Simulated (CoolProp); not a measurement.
cis-2-butene at several states: density (kg/m³) from the reference equation and from simpler models built on Tc = 162.6 °C, pc = 42.36 bar, ω = 0.202; each cubic takes its own stable root.

Computed with CoolProp (reference Helmholtz-energy equation of state, Lemmon 2005). It is a short technical equation, of lower accuracy than the large ones.

```tsv
T (°C)	p (bar)	phase	reference
-105.95	51.4	liquid	758.3
-85.65	0.421	liquid	734.8
67.45	4.98	gas	10.98
```

How far does each simpler model (van der Waals, Redlich-Kwong, Soave-Redlich-Kwong) lie from the reference over these 3 states: mean and median of the absolute difference, and the worst?


- van der Waals: mean 27.4 %, median 39.3 %, worst -39.3 % at -85.65 °C and 0.421 bar
- Redlich-Kwong: mean 7.1 %, median 9.6 %, worst -10.0 % at -105.95 °C and 51.4 bar
- Soave-Redlich-Kwong: mean 6.5 %, median 8.8 %, worst -9.5 % at -105.95 °C and 51.4 bar
